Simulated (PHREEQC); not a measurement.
Dissolve 0.00098 mol/kgw AgNO3, 0.037 mol/kgw HF and 0.021 mol/kgw Na2SO4 at 90 °C. Closed to the air; pH follows from the charge balance.

Equilibrium calculation in PHREEQC: ion-association model, wateq4f.dat.

Each row changes one thing in this solution. This is a speciation only: nothing precipitates in the calculation.

| case | pH | ionic strength (mol/kgw) | HF (mol/kgw) | F- (mol/kgw) | Ag+ (mol/kgw) | HF2- (mol/kgw) | SI of Ag2O (Ag2O) |
|---|---|---|---|---|---|---|---|
| as made | 2.90 | 0.0570 | 0.0296 | 0.00558 | 0.000831 | 0.000693 | -11.78 |
| temperature from 90 to 80 °C | 2.82 | 0.0577 | 0.0294 | 0.00560 | 0.000834 | 0.000715 | -12.12 |
| diluted 100-fold with water | 3.77 | 0.000801 | 0.000176 | 0.000193 | 9.75e-6 | 1.41e-7 | -13.74 |
| Na2SO4 replaced by NaNO3 at the same molality | 2.57 | 0.0250 | 0.0331 | 0.00270 | 0.000971 | 0.000372 | -12.25 |
| HF from 0.037 to 0.37 mol/kgw | 2.14 | 0.0576 | 0.300 | 0.00974 | 0.000900 | 0.0123 | -13.24 |
| 0.0023 mol/kgw NaCl added | 2.90 | 0.0589 | 0.0296 | 0.00558 | 0.000448 | 0.000692 | -12.32 |

Some of these states are supersaturated (in Cerargyrite, for instance). Away from 25 °C the constants follow the database's enthalpies or fits; those with neither stay at their 25 °C values.
